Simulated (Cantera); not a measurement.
# NO annealing gas

An isothermal, constant-pressure homogeneous reactor starts with 69.0 % NO, 31.0 % N2, at 1950 K and 47.3 Torr.

Computed with Cantera and GRI-Mech 3.0 (53 species, 325 reactions).

| t (s) | x NO | x O2 | x N2 | x NO2 | x N2O | x O |
|---|---|---|---|---|---|---|
| 1.00e-5 | 0.690 | 6.21e-11 | 0.310 | 3.06e-10 | 2.40e-7 | 2.40e-7 |
| 2.96e-5 | 0.690 | 5.40e-10 | 0.310 | 2.65e-9 | 7.09e-7 | 7.09e-7 |
| 8.77e-5 | 0.690 | 4.74e-9 | 0.310 | 2.29e-8 | 2.09e-6 | 2.09e-6 |
| 0.000260 | 0.690 | 4.14e-8 | 0.310 | 1.92e-7 | 6.14e-6 | 6.13e-6 |
| 0.000770 | 0.690 | 3.66e-7 | 0.310 | 1.48e-6 | 1.77e-5 | 1.77e-5 |
| 0.00228 | 0.690 | 3.55e-6 | 0.310 | 9.23e-6 | 4.82e-5 | 5.07e-5 |
| 0.00675 | 0.689 | 4.39e-5 | 0.310 | 3.50e-5 | 0.000112 | 0.000137 |
| 0.0200 | 0.688 | 0.000395 | 0.311 | 5.65e-5 | 0.000178 | 0.000223 |
| 0.0592 | 0.686 | 0.00173 | 0.312 | 6.22e-5 | 0.000189 | 0.000242 |
| 0.175 | 0.677 | 0.00579 | 0.316 | 7.29e-5 | 0.000182 | 0.000270 |
| 0.520 | 0.653 | 0.0181 | 0.329 | 9.78e-5 | 0.000163 | 0.000339 |
| 1.54 | 0.579 | 0.0551 | 0.366 | 0.000139 | 0.000120 | 0.000485 |
| 4.56 | 0.388 | 0.150 | 0.461 | 0.000153 | 4.87e-5 | 0.000731 |
| 13.5 | 0.119 | 0.285 | 0.595 | 6.50e-5 | 4.24e-6 | 0.000973 |
| 40.0 | 0.0177 | 0.335 | 0.646 | 1.05e-5 | 1.71e-7 | 0.00105 |
x: mole fraction; the columns are a selection and need not sum to one.

Equilibrium at this temperature and pressure: NO 0.00773, O2 0.340, N2 0.651, NO2 4.63e-6, N2O 9.95e-8, O 0.00106 (gas phase only).
